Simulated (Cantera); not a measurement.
A diamond (100) surface in a fixed gas of H2 with x(CH4) = 0.0045, x(CH3) = 0.00031, at 1223 K, 48.8 Torr; coverages are run to steady state.

Detailed kinetics in Cantera: the Harris–Goodwin 1993 mechanism for the reconstructed diamond (100) surface.

θ: site fractions in the mechanism's names (c6HH fully hydrogenated, c6H* and c6*H radical sites, c6** diradical, c6HM methylated).

```json
[
 {"x(H)": "0.0001", "growth (µm/h)": "0.253", "θ c6HH": "0.623", "θ c6H*": "0.0275", "θ c6*H": "0.337", "θ c6**": "0.00433", "θ c6HM": "0.00214"},
 {"x(H)": "0.00022", "growth (µm/h)": "0.643", "θ c6HH": "0.535", "θ c6H*": "0.0337", "θ c6*H": "0.412", "θ c6**": "0.00944", "θ c6HM": "0.00284"},
 {"x(H)": "0.00049", "growth (µm/h)": "1.34", "θ c6HH": "0.479", "θ c6H*": "0.0374", "θ c6*H": "0.458", "θ c6**": "0.0166", "θ c6HM": "0.00345"},
 {"x(H)": "0.0011", "growth (µm/h)": "[?]", "θ c6HH": "0.448", "θ c6H*": "0.0392", "θ c6*H": "0.480", "θ c6**": "[?]", "θ c6HM": "0.00384"},
 {"x(H)": "0.0024", "growth (µm/h)": "4.21", "θ c6HH": "0.433", "θ c6H*": "0.0401", "θ c6*H": "0.491", "θ c6**": "0.0286", "θ c6HM": "0.00387"},
 {"x(H)": "0.0053", "growth (µm/h)": "[?]", "θ c6HH": "0.426", "θ c6H*": "0.0405", "θ c6*H": "0.496", "θ c6**": "0.0317", "θ c6HM": "[?]"},
 {"x(H)": "0.012", "growth (µm/h)": "11.1", "θ c6HH": "0.423", "θ c6H*": "0.0409", "θ c6*H": "0.498", "θ c6**": "0.0334", "θ c6HM": "0.00269"},
 {"x(H)": "0.026", "growth (µm/h)": "15.4", "θ c6HH": "0.422", "θ c6H*": "0.0412", "θ c6*H": "0.500", "θ c6**": "0.0342", "θ c6HM": "0.00180"},
 {"x(H)": "0.057", "growth (µm/h)": "19.0", "θ c6HH": "0.421", "θ c6H*": "0.0417", "θ c6*H": "0.500", "θ c6**": "0.0347", "θ c6HM": "0.00104"}
]
```

Complete the blanks.


- 0.0011, growth (µm/h): 2.47
- 0.0011, θ c6**: 0.0236
- 0.0053, growth (µm/h): 7.03
- 0.0053, θ c6HM: 0.00348
